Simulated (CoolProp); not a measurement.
Vapour-liquid equilibrium of hydrogen sulfide (1) + benzene (2) at 44.55 °C; x and y are mole fractions of (1).

Model: multi-fluid Helmholtz-energy mixture model, Lemmon 2006 and Thol 2012; pair parameters Bell 2016, in CoolProp.

```csv
x,"bubble pressure, mixture model (MPa)","bubble pressure, Raoult's law (MPa)","y, mixture model","y, Raoult's law"
0.05,0.1618,0.1860,0.821,0.850
0.125,0.3574,0.4210,0.921,0.939
0.2,0.5528,0.6561,0.951,0.964
0.275,0.7512,0.8911,0.965,0.976
0.35,0.9551,1.126,0.974,0.983
0.425,1.167,1.361,0.980,0.988
0.5,1.387,1.596,0.984,0.991
0.575,1.618,1.831,0.988,0.993
0.65,1.860,2.066,0.990,0.995
0.725,2.113,2.301,0.993,0.996
0.8,2.378,2.536,0.995,0.998
0.875,2.656,2.771,0.997,0.999
0.95,2.951,3.006,0.999,1.000
```

The largest gap from Raoult's law is -15.7 % in bubble pressure, at x = 0.2. No azeotrope shows between x = 0.05 and 0.95.

Pair parameters are fitted to limited data, so mixtures are less certain than the pure fluids.
